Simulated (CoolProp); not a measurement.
Vapour-liquid equilibrium of methanol (1) + water (2) at 330.9 K; x and y are mole fractions of (1).

The numbers come from the multi-fluid Helmholtz-energy mixture model, de Reuck 1993 and Wagner 2002; pair parameters Bell 2016 in CoolProp.

### Question
Give the bubble pressure and the first vapour's composition at x = 0.35, 0.75, 0.95. Is there an azeotrope?

### Answer
x = 0.35: 45.77 kPa, y = 0.720; x = 0.75: 65.54 kPa, y = 0.904; x = 0.95: 74.86 kPa, y = 0.980. No azeotrope shows between x = 0.05 and 0.95.

Pair parameters are fitted to limited data, so mixtures are less certain than the pure fluids.
